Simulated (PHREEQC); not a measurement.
Dissolve 1.3 mmol/kgw CsOH, 0.098 mmol/kgw H3BO3 and 17 mmol/kgw Na2CO3 at 20 °C. Closed to the air; pH follows from the charge balance.

All values are PHREEQC results (ion-association model, wateq4f.dat), not measurements.

```
quantity                   before    after
------------------------  -------  -------
pH                          11.38    11.90
ionic strength (mol/kgw)   0.0457   0.0515
Na+ (mol/kgw)              0.0311   0.0311
H3BO3 (mol/kgw)           6.21e-7  1.86e-7
```

Which change was made?
A) 0.014 mol/kgw H2SO4 added
B) H3BO3 replaced by Na2B4O7 at the same molality
C) Na2CO3 replaced by NaHSO4 at the same molality
D) CsOH from 0.0013 to 0.0065 mol/kgw
E) CsOH replaced by CsCl at the same molality

D, CsOH from 0.0013 to 0.0065 mol/kgw

This is a speciation only: nothing precipitates in the calculation.
